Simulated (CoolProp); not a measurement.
Vapour-liquid equilibrium of propylene (1) + acetone (2) at 267.5 K; x and y are mole fractions of (1).

Computed with CoolProp (multi-fluid Helmholtz-energy mixture model, Lemmon 2013 and Lemmon 2006; pair parameters Bell 2016).

| x | bubble pressure, mixture model (MPa) | bubble pressure, Raoult's law (MPa) | y, mixture model | y, Raoult's law |
|---|---|---|---|---|
| 0.05 | [?] | 0.03108 | 0.903 | 0.791 |
| 0.2 | [?] | 0.1038 | 0.972 | 0.947 |
| 0.35 | 0.3220 | 0.1765 | 0.982 | 0.975 |
| 0.5 | 0.3679 | 0.2492 | [?] | 0.986 |
| 0.65 | 0.3925 | 0.3219 | 0.987 | 0.993 |
| 0.8 | 0.4201 | 0.3946 | 0.990 | 0.997 |
| 0.95 | [?] | 0.4673 | 0.996 | 0.999 |

### Question
What belongs in the gaps?

### Answer

- 0.05, bubble pressure, mixture model (MPa): 0.06926
- 0.2, bubble pressure, mixture model (MPa): 0.2269
- 0.5, y, mixture model: 0.985
- 0.95, bubble pressure, mixture model (MPa): 0.4682

The largest gap from Raoult's law is +122.8 % in bubble pressure, at x = 0.05. No azeotrope shows between x = 0.05 and 0.95.

Pair parameters are fitted to limited data, so mixtures are less certain than the pure fluids. With so large a gap from Raoult's law the liquid may split in two, which this calculation doesn't test in full.
